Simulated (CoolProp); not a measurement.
A simple Rankine cycle with n-hexane: condensing at 299.15 K, boiler at 1.81 MPa, turbine inlet 513.2 K, turbine efficiency 0.6, pump efficiency 0.6, no recuperator. Each further row changes one setting.

Model: reference Helmholtz-energy equation of state, Thol 2019, in CoolProp.

| case | thermal efficiency (%) | net work (kJ/kg) | heat in (kJ/kg) | turbine exit temperature (K) | volume ratio over the turbine |
|---|---|---|---|---|---|
| as stated | 13.8 | 107 | 778 | 450.7 | 98.7 |
| turbine inlet 533.2 K | 13.6 | 114 | 836 | 472.3 | 94.8 |
| condensing temperature 291.15 K | 14.5 | 116 | 796 | 447.0 | 140 |
| boiler pressure 1.27 MPa | 13.0 | 103 | 795 | 459.4 | 63.8 |
| turbine efficiency 0.5 | 11.4 | 88.6 | 778 | 458.6 | 100 |
